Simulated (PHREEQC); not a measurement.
Consider water at 25 °C with 0.0077 mol/kgw Al2(SO4)3, 0.0038 mol/kgw ZnCl2 and 0.00043 mol/kgw NaF. It is in equilibrium with CO2 at log p = 0 (atm). Otherwise closed; pH follows from the charge balance.

Computed with PHREEQC (ion-association model, phreeqc.dat).

No solid was allowed to form.

Problem. Order these Zn species by the share of Zn that they hold, largest first: ZnCl+, ZnHCO3+, Zn(SO4)2-2, ZnSO4, Zn+2.

Solution. Zn+2 (67 %), ZnSO4 (29 %), Zn(SO4)2-2 (2.1 %), ZnCl+ (0.65 %), ZnHCO3+ (0.49 %)

The pH is 3.83 and the ionic strength 0.0460 mol/kgw. Saturation is exceeded, for instance for Gibbsite (slow to form); the values hold only as long as no solid forms. Complexes and solids missing from the database can't appear. Fluoro complexes past AlF4- and FeF3 are missing from the database.
